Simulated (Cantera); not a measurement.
A closed system holds: 1 mol MgCO3, 0.34 mol SO2, 0.056 mol H2O, at 1.00 bar.

Equilibrium computed with Cantera from the NASA thermochemical tables; the gas is ideal and each condensed phase is pure. Candidate condensed phases: C, C6H6, C7H8, C8H18, H2O, H2SO4, Mg, MgCO3, MgO, Mg(OH)2, MgS, MgSO4, S; 130 gas species. Equilibrium is a limit: real reactors are often held back by kinetics, nucleation or transport.

Task: At 1550 °C, list the 4 most abundant gas species with their mole fractions, and the condensed phases.

Result: CO2 0.711, SO2 0.243, H2O 0.0399, CO 0.00409. Condensed: MgO(s).
